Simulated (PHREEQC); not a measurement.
A solution holds 0.0058 mol H2SO4 and 0.019 mol MnSO4 per kg of water, at 16 °C. Closed to the air; pH follows from the charge balance.

The numbers come from PHREEQC with the Pitzer model, pitzer.dat.

Each row changes one thing in this solution. No solid was allowed to form.

```csv
case,pH,ionic strength (mol/kgw),SO4-2 (mol/kgw),HSO4- (mol/kgw)
as made,2.21,0.0857,0.0210,0.00383
H2SO4 from 0.0058 to 0.058 mol/kgw,1.25,0.165,0.0343,0.0427
temperature from 16 to 30 °C,2.27,0.0840,0.0201,0.00470
0.012 mol/kgw HCl added,1.88,0.0919,0.0180,0.00677
diluted 10-fold with water,3.02,0.00911,0.00236,0.000116
H2SO4 from 0.0058 to 0.0029 mol/kgw,2.51,0.0809,0.0200,0.00188
MnSO4 from 0.019 to 0.0019 mol/kgw,2.08,0.0208,0.00560,0.00210
temperature from 16 to 5 °C,2.18,0.0869,0.0216,0.00322
```

Away from 25 °C the constants follow the database's enthalpies or fits; those with neither stay at their 25 °C values.
